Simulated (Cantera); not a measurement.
## Transport properties of process gases

Gas mixture: 100 % NH₃, at 0.128 Torr, frozen composition.

Cantera's kinetic-theory transport with the Lennard-Jones parameters of GRI-Mech 3.0, ideal gas; thermal conductivity in the mixture-averaged form. Polar gases are described roughly by these parameters. The composition is frozen, though it would react at the higher temperatures.

```csv
T (K),ρ (kg/m³),cp (J/kg/K),μ (µPa s),λ (mW/m/K),Pr,D (cm²/s) CH₄,D (cm²/s) N₂,D (cm²/s) NO
400,8.71e-5,2269,13.9,44.3,0.713,2300,2280,2250
650,5.36e-5,2755,22.6,86.5,0.720,5690,5520,5450
900,3.87e-5,3162,30.6,134,0.721,10200,9770,9640
1150,3.03e-5,3518,37.9,184,0.726,15600,14900,14700
1400,2.49e-5,3802,44.6,233,0.728,21800,20800,20500
1650,2.11e-5,4032,50.8,281,0.730,28900,27400,27100
1900,1.83e-5,4216,56.6,327,0.731,36600,34700,34300
2150,1.62e-5,4361,62.0,370,0.731,45100,42700,42100
2400,1.45e-5,4473,67.1,411,0.731,54200,51300,50600
```
D: mixture-averaged diffusion coefficient of that species in the mixture.
